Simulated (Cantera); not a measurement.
Charge: 1 mol CCl4, 0.43 mol H2, at 0.0435 Torr.

Cantera equilibrium calculation (NASA polynomials, part measured and part estimated; ideal gas, pure solids and liquids). Candidate condensed phases: C, C6H6, C7H8, C8H18; 103 gas species. Ions and electrons are included (thermal ionisation). Equilibrium is a limit: real reactors are often held back by kinetics, nucleation or transport.

Problem. Which condensed phases are stable at each of these points (T (°C)): 1727, 1977, 2227, 2477, 2727, 2977, 3227, 3477, 3727, 3977, 4227, 4477, 4727?

Solution. 
```tsv
T (°C)	condensed phases	C condensed (%)
1727	C(graphite)	100.0
1977	C(graphite)	99.8
2227	C(graphite)	85.2
2477	gas only	0.0
2727	gas only	0.0
2977	gas only	0.0
3227	gas only	0.0
3477	gas only	0.0
3727	gas only	0.0
3977	gas only	0.0
4227	gas only	0.0
4477	gas only	0.0
4727	gas only	0.0
```

From 1727 °C to 2227 °C the condensed part is C(graphite). From 2477 °C to 4727 °C nothing is condensed.
